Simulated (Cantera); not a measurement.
An isothermal, constant-pressure homogeneous reactor starts with H2 : O2 : N2 = 0.18 : 1 : 0.19 (molar parts), at 1100 K and 20.0 Torr.

Detailed kinetics in Cantera: the H2/O2 subset of GRI-Mech 3.0, which has no nitrogen chemistry. Radical loss at walls, strong at low pressure, is not modelled. The temperature is held fixed by assumption; the heat of reaction is taken as removed at once.

x: mole fraction; the columns are a selection and need not sum to one.

| t (s) | x H2 | x O2 | x HO2 | x H2O2 | x H2O |
|---|---|---|---|---|---|
| 9.00e-5 | 0.131 | 0.730 | 2.03e-9 | <1e-12 | 1.71e-9 |
| 0.000361 | 0.131 | 0.730 | 1.06e-8 | 1.33e-11 | 2.59e-7 |
| 0.00145 | 0.0271 | 0.674 | 1.44e-5 | [?] | 0.0798 |
| 0.00580 | 0.00191 | 0.696 | 1.50e-5 | [?] | 0.132 |
| 0.0232 | 0.000123 | 0.710 | 5.51e-6 | [?] | 0.140 |
| 0.0932 | 7.00e-6 | 0.711 | 7.53e-7 | [?] | 0.141 |
| 0.373 | 7.07e-7 | 0.711 | 1.07e-7 | [?] | 0.141 |
| 1.50 | 1.11e-7 | 0.711 | 2.01e-8 | [?] | 0.141 |
| 6.00 | 2.22e-8 | 0.711 | 5.34e-9 | [?] | 0.141 |

Some entries are withheld; supply them.


- 0.00145, x H2O2: 7.97e-7
- 0.00580, x H2O2: 5.42e-7
- 0.0232, x H2O2: 3.86e-7
- 0.0932, x H2O2: 1.22e-7
- 0.373, x H2O2: 3.25e-8
- 1.50, x H2O2: 8.57e-9
- 6.00, x H2O2: 2.23e-9
